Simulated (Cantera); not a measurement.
Charge: 1 mol Si3N4, 0.016 mol CO2, 11 mol H2, held at 0.100 bar.

Method: chemical equilibrium by Gibbs-energy minimisation in Cantera with the NASA 1993 tables (ideal gas, pure condensed phases). Candidate condensed phases: C, C6H6, C7H8, C8H18, H2O, Si, SiC, SiO2, Si2N2O, Si3N4; 151 gas species. Mutual solubility and eutectic melting of coexisting phases are not modelled. Equilibrium is a limit: real reactors are often held back by kinetics, nucleation or transport.

x: gas mole fraction; n: condensed amount in mol.

```tsv
T (°C)	x H2	x N2	x CH4	x H	x SiO	x SiH2	n Si2N2O(s)	n Si3N4(s)	n SiC(s)	n Si(s)
775	0.998	0.000969	0.00146	2.44e-8	<1e-12	<1e-12	0.0320	0.979	0	0
825	0.998	0.000970	0.00145	7.81e-8	<1e-12	<1e-12	0.0320	0.979	0	0
875	0.998	0.000969	0.00145	2.26e-7	(withheld)	5.69e-12	0.0320	0.979	0	0
925	0.998	0.00140	0.000801	6.00e-7	(withheld)	3.78e-11	0.0320	0.976	0.00716	0
975	0.998	0.00172	0.000317	1.48e-6	(withheld)	2.35e-10	0.0320	0.975	0.0125	0
1025	0.998	0.00185	0.000125	3.39e-6	(withheld)	1.38e-9	0.0320	0.974	0.0146	0
1075	0.998	0.00190	5.11e-5	7.31e-6	(withheld)	7.24e-9	0.0320	0.974	0.0154	0
1125	0.998	0.00192	2.21e-5	1.49e-5	(withheld)	3.41e-8	0.0320	0.973	0.0157	0
1175	0.998	0.00193	1.01e-5	2.91e-5	(withheld)	1.45e-7	0.0320	0.973	0.0159	0
1225	0.998	0.00193	4.90e-6	5.43e-5	(withheld)	5.56e-7	0.0319	0.973	0.0159	0
1275	0.998	0.00194	2.48e-6	9.73e-5	(withheld)	1.96e-6	0.0317	0.973	0.0159	0
1325	0.997	0.00289	1.71e-6	0.000168	(withheld)	4.88e-6	0.0311	0.969	0.0159	0.0154
```

Question: Fill in the missing entries.

Answer: 
- 875, x SiO: 4.26e-12
- 925, x SiO: 4.84e-11
- 975, x SiO: 4.70e-10
- 1025, x SiO: 3.98e-9
- 1075, x SiO: 2.90e-8
- 1125, x SiO: 1.84e-7
- 1175, x SiO: 1.03e-6
- 1225, x SiO: 5.09e-6
- 1275, x SiO: 2.27e-5
- 1325, x SiO: 8.07e-5
